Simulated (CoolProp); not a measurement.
A single-stage vapour-compression cycle with R407C: evaporating at 269.15 K (dew point), condensing at 334.15 K (bubble point), superheat 0 K, subcooling 0 K, compressor efficiency 0.6, no pressure losses. Each further row changes one setting.

The numbers come from the reference Helmholtz-energy equation of state, Lemmon 2003 in CoolProp. It is a pseudo-pure fit of the blend.

```json
[
 {"case": "as stated", "cooling COP": "1.38", "pressure ratio": "7.08", "discharge temperature (K)": "382.4", "refrigerating effect (kJ/kg)": "110", "volumetric capacity (kJ/m³)": "1890"},
 {"case": "evaporating temperature 274.15 K", "cooling COP": "1.56", "pressure ratio": "5.93", "discharge temperature (K)": "378.0", "refrigerating effect (kJ/kg)": "113", "volumetric capacity (kJ/m³)": "2300"},
 {"case": "condensing temperature 329.15 K", "cooling COP": "1.58", "pressure ratio": "6.35", "discharge temperature (K)": "375.7", "refrigerating effect (kJ/kg)": "120", "volumetric capacity (kJ/m³)": "2050"},
 {"case": "subcooling 5 K", "cooling COP": "1.50", "pressure ratio": "7.08", "discharge temperature (K)": "382.4", "refrigerating effect (kJ/kg)": "120", "volumetric capacity (kJ/m³)": "2060"},
 {"case": "superheat 10 K", "cooling COP": "1.41", "pressure ratio": "7.08", "discharge temperature (K)": "394.2", "refrigerating effect (kJ/kg)": "120", "volumetric capacity (kJ/m³)": "1940"},
 {"case": "compressor efficiency 0.5", "cooling COP": "1.15", "pressure ratio": "7.08", "discharge temperature (K)": "395.8", "refrigerating effect (kJ/kg)": "110", "volumetric capacity (kJ/m³)": "1890"}
]
```
